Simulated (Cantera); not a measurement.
Input: 1 mol PbO, 0.028 mol O2, 0.39 mol H2, at 1.80 bar.

Method: chemical equilibrium by Gibbs-energy minimisation in Cantera with the NASA 1993 tables (ideal gas, pure condensed phases). Candidate condensed phases: H2O, Pb, PbO, PbO2, Pb3O4; 12 gas species. Each liquid is taken as pure. Mutual solubility and eutectic melting of coexisting phases are not modelled. Gases not in the tables: (PbO)n polymers. The numbers say what is thermodynamically allowed, not how fast it happens.

**Question.** Which condensed phases are stable at each of these points (T (K)): 798, 873, 948, 1023, 1098, 1173, 1248, 1323?

**Answer.** 
```csv
T (K),condensed phases,Pb condensed (%)
798,Pb(l) + PbO(yellow),100.0
873,Pb(l) + PbO(yellow),100.0
948,Pb(l) + PbO(yellow),100.0
1023,Pb(l) + PbO(yellow),100.0
1098,Pb(l) + PbO(yellow),100.0
1173,Pb(l) + PbO(l),100.0
1248,Pb(l) + PbO(l),100.0
1323,Pb(l) + PbO(l),99.9
```

From 798 K to 1098 K the condensed part is Pb(l) + PbO(yellow). From 1173 K to 1323 K the condensed part is Pb(l) + PbO(l).
